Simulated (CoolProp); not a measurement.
Octamethyltrisiloxane (MDM) along the isobar 7790 kPa: density (kg/m³) from the reference equation and from simpler models built on Tc = 292.2 °C, pc = 1438 kPa, ω = 0.528; each cubic takes its own stable root.

The numbers come from the reference Helmholtz-energy equation of state, Thol 2017 in CoolProp.

| T (°C) | phase | reference |
|---|---|---|
| -68.45 | liquid | 912.9 |
| -64.35 | liquid | 909.0 |
| -60.35 | liquid | 905.3 |
| -56.25 | liquid | 901.4 |
| -52.15 | liquid | 897.6 |
| -48.15 | liquid | 893.8 |
| -44.05 | liquid | 890.0 |
| -40.05 | liquid | 886.3 |
| -35.95 | liquid | 882.5 |
| -31.85 | liquid | 878.6 |
| -27.85 | liquid | 874.9 |
| -23.75 | liquid | 871.1 |
| -19.65 | liquid | 867.3 |
| -15.65 | liquid | 863.6 |

**Question.** How far does each simpler model (van der Waals, Soave-Redlich-Kwong, Peng-Robinson) lie from the reference over these 14 states: mean and median of the absolute difference, and the worst?

**Answer.** 
- van der Waals: mean 41.9 %, median 41.9 %, worst -42.6 % at -68.45 °C and 7790 kPa
- Soave-Redlich-Kwong: mean 13.0 %, median 12.9 %, worst -14.2 % at -68.45 °C and 7790 kPa
- Peng-Robinson: mean 2.7 %, median 2.7 %, worst -4.1 % at -68.45 °C and 7790 kPa
